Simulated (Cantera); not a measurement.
Input: 1 mol Ti(OiPr)₄, 5.3 mol H₂, 0.19 mol H₂O, at 2198 K and 0.133 bar.

Equilibrium computed with Cantera from the NASA thermochemical tables; the gas is ideal and each condensed phase is pure. Candidate condensed phases: C, C₆H₆, C₇H₈, C₈H₁₈, H₂O, Ti, TiC, TiO, TiO₂, Ti₂O₃, Ti₃O₅, Ti₄O₇; 113 gas species. The feed counts by its element totals alone. TiC: taken at fixed stoichiometry. Rates play no part.

Base state: H₂ 0.808, CO 0.176, H 0.0137, C₂H₂ (acetylene) 0.00205, CH₄ 2.30e-5 (mole fractions); condensed: C(graphite) + TiC(s).

Task: What changes in the equilibrium state with this change: temperature from 2198 K to 1250 K?

Result: 
```tsv
species	before	after
H₂	0.808	0.884
CO	0.176	0.115
CH₄	2.30e-5	0.00115
H	0.0137	1.24e-6
C₂H₂ (acetylene)	0.00205	2.23e-7
CO₂	4.48e-8	1.68e-5
H₂O	1.09e-6	0.000203
C(graphite), mol	6.71	9.46
TiC(s), mol	1.000	0
Ti₃O₅(s), mol	0	0.333
```
